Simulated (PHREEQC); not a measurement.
Consider water at 40 °C with 0.0018 mol CuSO4 per kg of water. Closed to the air; pH follows from the charge balance.

All values are PHREEQC results (ion-association model, wateq4f.dat), not measurements.

Question: The ionic strength comes out as 0.00611 mol/kgw. What activity coefficients do HSO4-, Cu2(OH)2+2, CuOH+, Cu+2, H+ get?

Answer: HSO4- 0.92, Cu2(OH)2+2 0.71, CuOH+ 0.92, Cu+2 0.72, H+ 0.93.

This is a speciation only: nothing precipitates in the calculation. Saturation is exceeded, for instance for Tenorite (slow to form); the values hold only as long as no solid forms. Constants without temperature data keep their 25 °C values here.
